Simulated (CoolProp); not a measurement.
The numbers come from the reference Helmholtz-energy equation of state, Lemmon 2005 in CoolProp.

Q: For R125, give the phase and the speed of sound (m/s), viscosity (µPa s) at 181.45 °C and 11.4 kPa; 216.95 °C and 682 kPa; 169.55 °C and 3180 kPa.

A: 
- 181.45 °C and 11.4 kPa: gas; speed of sound 184, viscosity 19.1
- 216.95 °C and 682 kPa: gas; speed of sound 188, viscosity 20.5
- 169.55 °C and 3180 kPa: gas; speed of sound 166, viscosity 20.4

Viscosity comes from a separate model (Huber 2006).
